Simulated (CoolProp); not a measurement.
Properties of water along the isotherm 471.7 K (Tc = 647.1 K, pc = 22.06 MPa, ω = 0.344).

Model: reference Helmholtz-energy equation of state, Wagner 2002, in CoolProp.

```
p (MPa)   phase  density (kg/m³)  cp (kJ/(kg K))  isothermal compressibility (1/MPa)  expansivity (1/kK)  viscosity (µPa s)
-------  ------  ---------------  --------------  ----------------------------------  ------------------  -----------------
3.45     liquid            867.8           4.477                           0.0008603               1.352                136
6.89     liquid            870.3           4.459                           0.0008394               1.328                137
10.3     liquid            872.8           4.441                           0.0008199               1.305                138
13.8     liquid            875.3           4.423                           0.0008010               1.283                139
17.2     liquid            877.6           4.407                           0.0007835               1.263                140
20.7     liquid            880.0           4.391                           0.0007665               1.243                140
24.1     liquid            882.3           4.376                           0.0007508               1.224                141
27.6     liquid            884.6           4.361                           0.0007353               1.206                142
31       liquid            886.8           4.348                           0.0007211               1.189                143
34.5     liquid            889.0           4.334                           0.0007070               1.172                144
37.9     liquid            891.1           4.321                           0.0006940               1.156                144
41.4     liquid            893.3           4.308                           0.0006811               1.141                145
44.8     liquid            895.3           4.296                           0.0006692               1.126                146
48.3     liquid            897.4           4.284                           0.0006574               1.112                147
51.7     liquid            899.4           4.273                           0.0006464               1.098                147
55.2     liquid            901.4           4.262                           0.0006355               1.085                148
```

Viscosity comes from a separate model (Huber 2009).
